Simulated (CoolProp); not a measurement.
A single-stage vapour-compression cycle with R142b: evaporating at 281.15 K (dew point), condensing at 349.15 K (bubble point), superheat 10 K, subcooling 5 K, compressor efficiency 0.8, no pressure losses. Each further row changes one setting.

Computed with CoolProp (reference Helmholtz-energy equation of state, Lemmon 2006). It is a short technical equation, of lower accuracy than the large ones.

```
case                              cooling COP  pressure ratio  discharge temperature (K)  refrigerating effect (kJ/kg)  volumetric capacity (kJ/m³)
--------------------------------  -----------  --------------  -------------------------  ----------------------------  ---------------------------
as stated                                2.44            6.55                      369.8                           136                         1150
evaporating temperature 286.15 K         2.75            5.51                      368.4                           139                         1390
condensing temperature 344.15 K          2.73            5.86                      364.6                           143                         1220
subcooling 10 K                          2.57            6.55                      369.8                           143                         1220
superheat 20 K                           2.48            6.55                      380.0                           145                         1180
compressor efficiency 0.7                2.13            6.55                      377.0                           136                         1150
```
